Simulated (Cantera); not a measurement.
A closed system holds: 1 mol MgSO4, 1.8 mol C, 0.095 mol H2O, at 1200 K and 0.220 bar.

Method: chemical equilibrium by Gibbs-energy minimisation in Cantera with the NASA 1993 tables (ideal gas, pure condensed phases). Gases not in the tables: S3 to S7. Rates play no part.

| species | before | after |
|---|---|---|
| CO2 | 0.535 | 0.592 |
| S2 | 0.187 | 0.139 |
| COS | 0.0296 | 0.126 |
| CO | 0.205 | 0.0946 |
| H2O | 0.0159 | 0.00325 |
| H2S | 0.0202 | 0.0390 |
| SO | 2.90e-5 | 1.66e-7 |
| SO2 | 0.00160 | 3.75e-5 |
| SH | 0.000105 | 5.81e-6 |
| CS2 | 0.000390 | 0.00637 |
| S2O | 0.000421 | 5.68e-5 |
| H2 | 0.00446 | 0.000931 |
| MgO(s), mol | 1.00 | 1.00 |
Gas species are given as mole fractions.

**Question.** What was changed between the two runs?
A) C from 1.8 to 0.023 mol
B) H2O from 0.095 to 0.014 mol
C) C from 1.8 to 0.027 mol
D) temperature from 1200 K to 950 K

**Answer.** D, temperature from 1200 K to 950 K
